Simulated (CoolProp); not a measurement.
c-C4F8 (RC318) along the isotherm 378.8 K: density (kg/m³) from the reference equation and from simpler models built on Tc = 388.4 K, pc = 2.778 MPa, ω = 0.355; each cubic takes its own stable root.

Model: reference Helmholtz-energy equation of state, Platzer 1990, in CoolProp. This equation is an older, rougher fit.

```csv
p (MPa),phase,reference,van der Waals,Soave-Redlich-Kwong
0.126,gas,8.137,8.120,8.141
0.253,gas,16.63,16.56,16.65
0.379,gas,25.36,25.20,25.41
0.505,gas,34.45,34.13,34.52
0.631,gas,43.92,43.40,44.03
0.758,gas,53.91,53.10,54.06
0.884,gas,64.31,63.13,64.50
1.01,gas,75.27,73.61,75.51
1.14,gas,87.27,84.96,87.54
1.26,gas,99.06,95.99,99.34
1.39,gas,112.8,108.6,113.0
```
